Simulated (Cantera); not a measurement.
What does this Cantera script print?

```python
import numpy as np
import cantera as ct

gas_names = """
    CL CL2 H HCL H2 N NH NH2 NH3 N2 N2H2 N2H4 Si SiCL SiCL2 SiCL3 SiCL4 SiH SiHCL3 SiH2 SiH2CL2 SiH3
    SiH3CL SiH4 SiN Si2 Si2N Si3
""".split()
cond_names = """
    NH4CL(a) NH4CL(b) Si(cr) Si(L) Si3N4(a)
""".split()


# ... load() reads the species with a 1 bar reference pressure and builds the phases ...
atoms = {
    'Si2Cl6': {'Si': 2, 'CL': 6},
    'NH3': {'N': 1, 'H': 3},
    'N2': {'N': 2},
}
top_T = {'Si3N4(a)': 2400}  # K; cautious upper limits of use, not melting points


# ... equilibrate(T, P, feed) seeds the gas with the atoms and calls Mixture.equilibrate('TP', solver="vcs", rtol=1e-11, max_steps=5000) ...
results = []
T = 775  # K
P = 10000  # Pa
for m in [2.3, 2.9, 3.6, 4.5, 5.7, 7.2, 9, 11, 14, 18, 23, 28]:
    feed = {'Si2Cl6': 1, 'NH3': 2.3, 'N2': m}  # mol
    mix = equilibrate(T, P, feed)
    results.append((T, P, feed, dict(zip(mix.species_names, mix.species_moles))))
    x = sorted(zip(gas.X, gas.species_names), reverse=True)
    print(f"T = {T:g} K  P = {P:g} Pa  n(N2) = {m:g} mol  gas = {mix.phase_moles(0):.4g} mol")
    print("   x: " + "  ".join(f"{s} {v:.3e}" for v, s in x if v > 1e-05))
    print("   condensed (mol): " + ("  ".join(f"{mix.phase(i).name} {mix.phase_moles(i):.4g}"
          for i in range(1, mix.n_phases) if mix.phase_moles(i) > 1e-12) or "none"))
```

Result:

```
T = 775 K  P = 10000 Pa  n(N2) = 2.3 mol  gas = 8.271 mol
   x: N2 3.272e-01  HCL 2.974e-01  H2 2.683e-01  SiCL4 1.070e-01  SiHCL3 6.245e-05  NH3 3.083e-05
   condensed (mol): Si3N4(a) 0.3716
T = 775 K  P = 10000 Pa  n(N2) = 2.9 mol  gas = 8.877 mol
   x: N2 3.713e-01  HCL 2.845e-01  H2 2.463e-01  SiCL4 9.780e-02  SiHCL3 5.478e-05  NH3 2.888e-05
   condensed (mol): Si3N4(a) 0.3771
T = 775 K  P = 10000 Pa  n(N2) = 3.6 mol  gas = 9.582 mol
   x: N2 4.158e-01  HCL 2.704e-01  H2 2.248e-01  SiCL4 8.889e-02  SiHCL3 4.780e-05  NH3 2.664e-05
   condensed (mol): Si3N4(a) 0.3826
T = 775 K  P = 10000 Pa  n(N2) = 4.5 mol  gas = 10.49 mol
   x: N2 4.646e-01  HCL 2.539e-01  H2 2.019e-01  SiCL4 7.950e-02  SiHCL3 4.091e-05  NH3 2.398e-05
   condensed (mol): Si3N4(a) 0.3886
T = 775 K  P = 10000 Pa  n(N2) = 5.7 mol  gas = 11.7 mol
   x: N2 5.181e-01  HCL 2.346e-01  H2 1.776e-01  SiCL4 6.958e-02  SiHCL3 3.409e-05  NH3 2.089e-05
   condensed (mol): Si3N4(a) 0.3953
T = 775 K  P = 10000 Pa  n(N2) = 7.2 mol  gas = 13.2 mol
   x: N2 5.715e-01  HCL 2.142e-01  H2 1.542e-01  SiCL4 6.006e-02  SiHCL3 2.798e-05  NH3 1.775e-05
   condensed (mol): Si3N4(a) 0.4022
T = 775 K  P = 10000 Pa  n(N2) = 9 mol  gas = 15.01 mol
   x: N2 6.217e-01  HCL 1.939e-01  H2 1.329e-01  SiCL4 5.144e-02  SiHCL3 2.280e-05  NH3 1.480e-05
   condensed (mol): Si3N4(a) 0.4092
T = 775 K  P = 10000 Pa  n(N2) = 11 mol  gas = 17.02 mol
   x: N2 6.652e-01  HCL 1.756e-01  H2 1.149e-01  SiCL4 4.423e-02  SiHCL3 1.872e-05  NH3 1.232e-05
   condensed (mol): Si3N4(a) 0.4157
T = 775 K  P = 10000 Pa  n(N2) = 14 mol  gas = 20.02 mol
   x: N2 7.143e-01  HCL 1.541e-01  H2 9.523e-02  SiCL4 3.638e-02  SiHCL3 1.455e-05
   condensed (mol): Si3N4(a) 0.4238
T = 775 K  P = 10000 Pa  n(N2) = 18 mol  gas = 24.03 mol
   x: N2 7.609e-01  HCL 1.327e-01  H2 7.718e-02  SiCL4 2.923e-02  SiHCL3 1.100e-05
   condensed (mol): Si3N4(a) 0.4324
T = 775 K  P = 10000 Pa  n(N2) = 23 mol  gas = 29.04 mol
   x: N2 8.012e-01  HCL 1.134e-01  H2 6.207e-02  SiCL4 2.329e-02
   condensed (mol): Si3N4(a) 0.4411
T = 775 K  P = 10000 Pa  n(N2) = 28 mol  gas = 34.05 mol
   x: N2 8.298e-01  HCL 9.926e-02  H2 5.169e-02  SiCL4 1.924e-02
   condensed (mol): Si3N4(a) 0.4483
```

These are equilibrium values from Cantera (NASA tables, ideal gas, pure condensed phases), not measurements of a reactor. The feed counts by its element totals alone.
